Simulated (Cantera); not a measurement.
Carbothermic reduction: TiO2 + CH4 + CO

Charge: 1 mol TiO2, 2.4 mol CH4, 2 mol CO, equilibrated at 852 °C and 0.250 bar.

Equilibrium computed with Cantera from the NASA thermochemical tables; the gas is ideal and each condensed phase is pure. Candidate condensed phases: C, C6H6, C7H8, C8H18, H2O, Ti, TiC, TiO, TiO2, Ti2O3, Ti3O5, Ti4O7; 113 gas species. Kinetics and transport are ignored.

```
Item                                     Value
-----------------------------------  ---------
x(H2)                                    0.701
x(CO)                                    0.291
x(CH4)                                 0.00355
x(H2O)                                 0.00328
x(CO2)                                 0.00124
n(C(graphite))                        2.41 mol
n(TiO2(rutile))                       1.00 mol
gas amount                           6.746 mol
log10 activity of Ti4O7(s) (absent)      -1.03
log10 activity of Ti3O5(s) (absent)      -1.25
log10 activity of Ti2O3(s) (absent)      -1.66
```
